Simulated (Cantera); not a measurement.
Premixed flame

A freely propagating, adiabatic, planar premixed flame of 7.20 % CH₄, 1.87 % H₂, 18.9 % O₂, 72.0 % N₂, unburnt at 498 K and 1.38 atm; mixture-averaged transport, grid criteria slope 0.08 and curve 0.16, no radiation.

Model: GRI-Mech 3.0 (53 species, 325 reactions), integrated in Cantera. Burning velocities carry a grid error of a few per cent, more on coarse grids.

```csv
z (mm),T (K),u (m/s),x CH₄,x H₂,x O₂,x H₂O₂,x NO,x CO
-0.887,498,0.741,0.0720,0.0186,0.189,2.62e-8,<1e-8,3.34e-6
-0.592,501,0.744,0.0719,0.0183,0.189,3.13e-7,<1e-8,4.02e-5
-0.444,509,0.756,0.0715,0.0179,0.189,1.34e-6,<1e-8,0.000175
-0.296,562,0.837,0.0686,0.0172,0.186,8.04e-6,5.86e-8,0.00124
-0.148,906,1.36,0.0498,0.0160,0.159,2.79e-5,8.48e-7,0.0103
-0.0739,1282,1.93,0.0279,0.0152,0.123,1.82e-5,2.13e-6,0.0226
0,1644,2.49,0.00667,0.0127,0.0813,1.59e-6,4.30e-6,0.0340
0.0739,1799,2.72,0.000465,0.00838,0.0576,6.41e-7,6.99e-6,0.0304
0.148,1857,2.79,1.72e-5,0.00643,0.0496,5.37e-7,9.10e-6,0.0225
0.296,1929,2.89,4.29e-8,0.00546,0.0447,4.10e-7,1.21e-5,0.0142
0.592,2010,2.99,<1e-8,0.00412,0.0414,2.83e-7,1.66e-5,0.00898
1.18,2078,3.08,<1e-8,0.00249,0.0392,1.89e-7,2.29e-5,0.00561
2.37,2124,3.14,<1e-8,0.00130,0.0378,1.34e-7,3.10e-5,0.00305
```
x: mole fraction of selected species; z is measured from the peak of heat release.

The laminar burning velocity comes out as 74.1 cm/s and the thermal thickness is 0.296 mm. The peak x(H₂O₂) is 2.82e-5, the peak x(CO) is 0.0346 and the grid points is 140.
